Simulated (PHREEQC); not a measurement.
Consider water at 25 °C with 52 mmol/kgw NaHSO4 and 15 mmol/kgw Na2B4O7. Closed to the air; pH follows from the charge balance.

All values are PHREEQC results (ion-association model, phreeqc.dat), not measurements.

No solid was allowed to form.

Question: What pH, ionic strength does the model give?

Answer: pH 2.10; ionic strength 0.122 mol/kgw.

Question: In which forms is S present?

Answer: SO4-2 67 %, HSO4- 24 %, NaSO4- 9.1 % of the S.

Species that the database lacks are ignored.
